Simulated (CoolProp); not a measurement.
Vapour-liquid equilibrium of CH2F2 (R32) (1) + R152A (2) at -62.25 °C; x and y are mole fractions of (1).

Computed with CoolProp (multi-fluid Helmholtz-energy mixture model, Tillner-Roth 1997 and Outcalt 1996; pair parameters Bell 2016).

```csv
x,bubble pressure (bar),y at the bubble point,dew pressure at overall composition x (bar),liquid density (mol/L)
0.05,0.1541,0.198,0.1352,16.74
0.15,0.2016,0.448,0.1474,17.30
0.25,0.2475,0.600,0.1620,17.90
0.35,0.2923,0.704,0.1799,18.53
0.45,0.3361,0.780,0.2020,19.21
0.55,0.3792,0.838,0.2302,19.93
0.65,0.4220,0.885,0.2672,20.70
0.75,0.4646,0.924,0.3176,21.53
0.85,0.5073,0.957,0.3893,22.41
0.95,0.5504,0.987,0.4972,23.37
```

No azeotrope shows between x = 0.05 and 0.95.

Pair parameters are fitted to limited data, so mixtures are less certain than the pure fluids.
